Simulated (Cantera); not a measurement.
An isothermal, constant-pressure homogeneous reactor starts with 3.12 % C3H8, 96.9 % H2, at 1525 K and 17.3 Torr.

Computed with Cantera and GRI-Mech 3.0 (53 species, 325 reactions). GRI-Mech 3.0 was tuned for natural gas; its chemistry of propane as a main component is partial and can be far from experiment. GRI-Mech 3.0 stops at C3 and has no aromatics, soot or wall deposition, so with more carbon than oxygen in the feed, carbon stays in small species such as C2H2 where larger ones or solid carbon would form. Radical loss at walls, strong at low pressure, is not modelled.

x: mole fraction; the columns are a selection and need not sum to one.

```csv
t (s),x C3H8,x H2,x H,x C2H2,x C2H4,x CH3,x CH4
6.00e-5,0.0293,0.967,0.000355,8.80e-7,0.00138,…,0.000789
0.000149,0.0234,0.960,0.000893,3.34e-5,0.00641,…,0.00529
0.000369,0.00679,0.942,0.00236,0.000966,0.0205,…,0.0224
0.000915,7.06e-5,0.936,0.00209,0.00683,0.0210,…,0.0324
0.00227,1.41e-7,0.937,0.000947,0.0126,0.0153,…,0.0332
0.00563,4.15e-9,0.938,0.000460,0.0172,0.0107,…,0.0333
0.0140,1.11e-9,0.938,0.000242,0.0210,0.00689,…,0.0333
0.0346,3.18e-10,0.939,0.000145,0.0241,0.00368,…,0.0332
0.0859,1.17e-10,0.939,0.000114,0.0265,0.00129,8.13e-5,0.0330
0.213,8.99e-11,0.939,0.000122,0.0276,0.000239,8.64e-5,0.0328
0.529,9.39e-11,0.939,0.000128,0.0279,0.000167,8.92e-5,0.0323
1.31,8.56e-11,0.940,0.000129,0.0284,0.000167,8.64e-5,0.0312
3.25,6.88e-11,0.941,0.000131,0.0296,0.000168,8.01e-5,0.0285
8.06,4.24e-11,0.944,0.000134,0.0319,0.000172,…,0.0234
20.0,1.70e-11,0.948,0.000141,0.0354,0.000179,…,0.0160
```

**Question.** Some entries are withheld; supply them.

**Answer.** 
- 6.00e-5, x CH3: 0.00125
- 0.000149, x CH3: 0.00311
- 0.000369, x CH3: 0.00401
- 0.000915, x CH3: 0.00156
- 0.00227, x CH3: 0.000687
- 0.00563, x CH3: 0.000332
- 0.0140, x CH3: 0.000174
- 0.0346, x CH3: 0.000104
- 8.06, x CH3: 6.75e-5
- 20.0, x CH3: 4.80e-5
